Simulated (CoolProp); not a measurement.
A closed Brayton cycle with dry air: compressor inlet 325.15 K and 2.4 MPa, high pressure 6.88 MPa, turbine inlet 755 K, compressor efficiency 0.8, turbine efficiency 0.93, recuperator effectiveness 0.95 (on enthalpy, no pinch check). Each further row changes one setting.

The numbers come from the reference Helmholtz-energy equation of state, Lemmon 2000 in CoolProp. It is a pseudo-pure fit of the blend.

```json
[
 {"case": "as stated", "thermal efficiency (%)": "21.9", "net work (kJ/kg)": "43.0", "compressor to turbine work": "0.77", "compressor exit (K)": "467.6", "turbine exit (K)": "581.1"},
 {"case": "turbine inlet 705 K", "thermal efficiency (%)": "16.7", "net work (kJ/kg)": "30.4", "compressor to turbine work": "0.83", "compressor exit (K)": "467.6", "turbine exit (K)": "541.1"},
 {"case": "compressor inlet 335.15 K", "thermal efficiency (%)": "[?]", "net work (kJ/kg)": "[?]", "compressor to turbine work": "[?]", "compressor exit (K)": "[?]", "turbine exit (K)": "581.1"},
 {"case": "high pressure 5.85 MPa", "thermal efficiency (%)": "24.7", "net work (kJ/kg)": "[?]", "compressor to turbine work": "0.74", "compressor exit (K)": "[?]", "turbine exit (K)": "605.2"},
 {"case": "recuperator effectiveness 0.5", "thermal efficiency (%)": "17.2", "net work (kJ/kg)": "43.0", "compressor to turbine work": "0.77", "compressor exit (K)": "467.6", "turbine exit (K)": "581.1"}
]
```

Some entries are withheld; supply them.


- compressor inlet 335.15 K, thermal efficiency (%): 19.7
- compressor inlet 335.15 K, net work (kJ/kg): 38.5
- compressor inlet 335.15 K, compressor to turbine work: 0.80
- compressor inlet 335.15 K, compressor exit (K): 481.7
- high pressure 5.85 MPa, net work (kJ/kg): 42.8
- high pressure 5.85 MPa, compressor exit (K): 442.9
